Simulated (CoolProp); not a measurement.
The numbers come from the reference Helmholtz-energy equation of state, Gao 2022 in CoolProp.

**Question.** For n-perfluorohexane, give the phase and the cv (kJ/(kg K)), Joule-Thomson coefficient (K/MPa) at 450 K and 0.465 bar; 450 K and 1.47 bar.

**Answer.** 
- 450 K and 0.465 bar: gas; cv 0.983, Joule-Thomson coefficient 7.85
- 450 K and 1.47 bar: gas; cv 0.985, Joule-Thomson coefficient 8.12
